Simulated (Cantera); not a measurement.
A jet of CH4 : O2 : N2 = 0.017 : 0.063 : 0.79 (molar parts), equivalence ratio 0.54 at 300 K and 45.0 Torr hits a platinum plate 4.4 cm away at a mass flux of 0.15 kg/m²/s; the plate temperature is set and raised in steps from an oxygen-covered start.

Cantera simulation using Deutschmann's 1995 Pt surface mechanism with GRI-Mech 3.0 gas chemistry; the numbers are that mechanism's predictions, not measurements. Catalytic surfaces can have several steady states; this one follows from the mechanism file's or the stated starting coverage.

One state of this run: wall x CH4 = 0.00811; wall x O2 = 0.0482; wall x H2O = 0.0212; wall x OH = 4.80e-7; wall x CO = 9.23e-6; wall x CO2 = 0.0139; θ free Pt = 0.483; θ O* = 0.517. x: mole fraction at the wall; θ: surface coverage.

Q: Which value of plate T (K) does it belong to?
A. 950
B. 900
C. 1050
D. 1000

A: C, 1050
